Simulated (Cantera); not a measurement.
# Equilibrium for hydrogen reduction and annealing atmospheres: PbO + H2

A closed system holds: 1 mol PbO, a varied amount of H2, at 1148 K and 9.75 Torr.

These are equilibrium values from Cantera (NASA tables, ideal gas, pure condensed phases), not measurements of a reactor. Candidate condensed phases: H2O, Pb, PbO, PbO2, Pb3O4; 12 gas species. Mutual solubility and eutectic melting of coexisting phases are not modelled. Rates play no part.

| n(H2) (mol) | x H2 | x H2O | x Pb | x PbO | x H | n Pb(l) | n PbO(yellow) |
|---|---|---|---|---|---|---|---|
| 0.9 | 0.000233 | 0.977 | 0.0216 | 0.00167 | 9.60e-9 | 0.880 | 0.0987 |
| 1.6 | 0.367 | 0.612 | 0.0216 | 6.64e-7 | 3.81e-7 | 0.965 | 0 |
| 3 | 0.652 | 0.326 | 0.0216 | 1.99e-7 | 5.07e-7 | 0.934 | 0 |
| 5.5 | 0.801 | 0.178 | 0.0216 | 8.85e-8 | 5.62e-7 | 0.879 | 0 |
| 10 | 0.881 | 0.0978 | 0.0216 | 4.43e-8 | 5.90e-7 | 0.780 | 0 |
| 19 | 0.927 | 0.0515 | 0.0216 | 2.21e-8 | 6.05e-7 | 0.581 | 0 |
| 34 | 0.950 | 0.0288 | 0.0216 | 1.21e-8 | 6.12e-7 | 0.251 | 0 |
| 62 | 0.968 | 0.0159 | 0.0159 | 4.81e-9 | 6.18e-7 | 0 | 0 |
| 110 | 0.982 | 0.00901 | 0.00901 | 1.53e-9 | 6.23e-7 | 0 | 0 |
| 210 | 0.991 | 0.00474 | 0.00474 | 4.19e-10 | 6.25e-7 | 0 | 0 |
| 380 | 0.995 | 0.00262 | 0.00262 | 1.28e-10 | 6.27e-7 | 0 | 0 |
| 700 | 0.997 | 0.00143 | 0.00143 | 3.77e-11 | 6.27e-7 | 0 | 0 |
x: gas mole fraction; n: condensed amount in mol.

At 0.9 mol H2 the condensed part is Pb(l) + PbO(yellow). From 1.6 mol H2 to 34 mol H2 the condensed part is Pb(l). From 62 mol H2 to 700 mol H2 nothing is condensed. The main Pb-bearing gas is Pb throughout.
